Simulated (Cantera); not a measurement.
Feed: 1 mol Zr, 5.4 mol N2O, 66 mol N2, held at 2400 K and 100 Torr.

These are equilibrium values from Cantera (NASA tables, ideal gas, pure condensed phases), not measurements of a reactor. Candidate condensed phases: Zr, ZrN, ZrO2; 13 gas species. Rates play no part.

Base state: N2 0.972, O2 0.0185, NO 0.00630, O 0.00323 (mole fractions); condensed: ZrO2(tetragonal).

Q: What changes in the equilibrium state with this change: pressure from 100 Torr to 360 Torr?

A: 
| species | before | after |
|---|---|---|
| N2 | 0.972 | 0.973 |
| O2 | 0.0185 | 0.0192 |
| NO | 0.00630 | 0.00642 |
| O | 0.00323 | 0.00173 |
| ZrO2(tetragonal), mol | 1.000 | 1.000 |

Q: What changes in the equilibrium state with this change: temperature from 2400 K to 1648 K?

A: 
```
species                 before     after
---------------------  -------  --------
N2                       0.972     0.976
O2                      0.0185    0.0228
NO                     0.00630  0.000868
O                      0.00323   1.05e-5
ZrO2(tetragonal), mol    1.000      1.00
```
